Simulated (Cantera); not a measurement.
A freely propagating, adiabatic, planar premixed flame of 16.3 % CH4, 23.3 % O2, 60.4 % N2, equivalence ratio 1.4, unburnt at 673 K and 10.0 bar; mixture-averaged transport, grid criteria slope 0.08 and curve 0.16, no radiation.

Model: GRI-Mech 3.0 (53 species, 325 reactions), integrated in Cantera. Burning velocities carry a grid error of a few per cent, more on coarse grids.

Problem. Predict: laminar burning velocity; thermal thickness; peak x(CH2); peak x(C2H2).

Solution. 
```
Item                          Value
------------------------  ---------
laminar burning velocity  92.1 cm/s
thermal thickness         0.0487 mm
peak x(CH2)                0.000134
peak x(C2H2)                0.00289
```
